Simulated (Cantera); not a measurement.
Input (Python, Cantera) and output of one run.

```python
import numpy as np
import cantera as ct

gas_names = [...]  # 130 gases of nasa_gas.yaml made of C, H, Mg, O, S
cond_names = """
    C(gr) C6H6(L) C7H8(L) C8H18(L),n-octa H2O(s) H2O(L) H2SO4(L) Mg(cr) Mg(L) MgCO3(s) MgO(s) MgO(L)
    MgO2H2(s) MgS(s) MgSO4(s) MgSO4(L) S(cr1) S(cr2) S(L)
""".split()


# ... load() reads the species with a 1 bar reference pressure and builds the phases ...
atoms = {
    'MgCO3': {'Mg': 1, 'C': 1, 'O': 3},
    'H2S': {'H': 2, 'S': 1},
    'CO2': {'C': 1, 'O': 2},
}
top_T = {'C(gr)': 4500, 'MgS(s)': 2250}  # K; cautious upper limits of use, not melting points


# ... equilibrate(T, P, feed) seeds the gas with the atoms and calls Mixture.equilibrate('TP', solver="vcs", rtol=1e-11, max_steps=5000) ...
results = []
feed = {'MgCO3': 1, 'H2S': 0.053, 'CO2': 3.7}  # mol
T = 775  # K
P = 710000  # Pa
mix = equilibrate(T, P, feed)
results.append((T, P, feed, dict(zip(mix.species_names, mix.species_moles))))
x = sorted(zip(gas.X, gas.species_names), reverse=True)
print(f"T = {T:g} K  P = {P:g} Pa  gas = {mix.phase_moles(0):.4g} mol")
print("   x: " + "  ".join(f"{s} {v:.3e}" for v, s in x if v > 0.001))
print("   condensed (mol): " + ("  ".join(f"{mix.phase(i).name} {mix.phase_moles(i):.4g}"
      for i in range(1, mix.n_phases) if mix.phase_moles(i) > 1e-12) or "none"))
```

Result:

```
T = 775 K  P = 710000 Pa  gas = 4.755 mol
   x: CO2 9.822e-01  H2O 6.131e-03  COS 5.252e-03  H2S 4.985e-03
   condensed (mol): MgO(s) 1
```

These are equilibrium values from Cantera (NASA tables, ideal gas, pure condensed phases), not measurements of a reactor. Gases not in the tables: S3 to S7.
